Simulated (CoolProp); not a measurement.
A single-stage vapour-compression cycle with R1336mzz(E): evaporating at 247.15 K (dew point), condensing at 314.15 K (bubble point), superheat 0 K, subcooling 0 K, compressor efficiency 0.65, no pressure losses. Each further row changes one setting.

Model: reference Helmholtz-energy equation of state, Akasaka 2023, in CoolProp.

```json
[
 {"case": "as stated", "cooling COP": "1.58", "pressure ratio": "16.2", "discharge temperature (K)": "323.6", "refrigerating effect (kJ/kg)": "87.9", "volumetric capacity (kJ/m³)": "144"},
 {"case": "evaporating temperature 252.15 K", "cooling COP": "1.81", "pressure ratio": "12.4", "discharge temperature (K)": "321.8", "refrigerating effect (kJ/kg)": "91.5", "volumetric capacity (kJ/m³)": "194"},
 {"case": "condensing temperature 309.15 K", "cooling COP": "1.79", "pressure ratio": "13.9", "discharge temperature (K)": "318.9", "refrigerating effect (kJ/kg)": "94.3", "volumetric capacity (kJ/m³)": "154"},
 {"case": "subcooling 5 K", "cooling COP": "1.69", "pressure ratio": "16.2", "discharge temperature (K)": "323.6", "refrigerating effect (kJ/kg)": "94.3", "volumetric capacity (kJ/m³)": "154"},
 {"case": "superheat 10 K", "cooling COP": "1.63", "pressure ratio": "16.2", "discharge temperature (K)": "335.3", "refrigerating effect (kJ/kg)": "95.5", "volumetric capacity (kJ/m³)": "150"},
 {"case": "compressor efficiency 0.55", "cooling COP": "1.34", "pressure ratio": "16.2", "discharge temperature (K)": "334.9", "refrigerating effect (kJ/kg)": "87.9", "volumetric capacity (kJ/m³)": "144"}
]
```
